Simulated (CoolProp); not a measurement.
Vapour-liquid equilibrium of CHF3 (R23) (1) + R125 (2) at 0.721 MPa; x and y are mole fractions of (1).

Model: multi-fluid Helmholtz-energy mixture model, Penoncello 2003 and Lemmon 2005; pair parameters Bell 2016, in CoolProp.

### Question
Give the bubble temperature and the first vapour's composition at x = 0.05, 0.425, 0.95. Is there an azeotrope?

### Answer
x = 0.05: 272.2 K, y = 0.127; x = 0.425: 251.8 K, y = 0.711; x = 0.95: 234.9 K, y = 0.985. No azeotrope shows between x = 0.05 and 0.95.

The pair parameters rest on a limited set of measurements; away from them the model extrapolates.
